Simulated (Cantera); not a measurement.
An isothermal, constant-pressure homogeneous reactor starts with CH₂O : O₂ : N₂ = 0.012 : 0.013 : 1 (molar parts), at 1523 K and 2.90 bar.

Cantera simulation using GRI-Mech 3.0 (53 species, 325 reactions); the numbers are that mechanism's predictions, not measurements.

One state of this run: x CH₂O = <1e-12; x O₂ = 0.000970; x C₂H₄ = <1e-12; x H = 1.03e-8; x NO = 8.96e-6; x HCN = <1e-12; x CO₂ = 0.0117. x: mole fraction; the columns are a selection and need not sum to one.

Q: Which value of t (s) does it belong to?
(A) 2.39
(B) 0.000754
(C) 0.000150
(D) 3.00e-5

A: A, 2.39
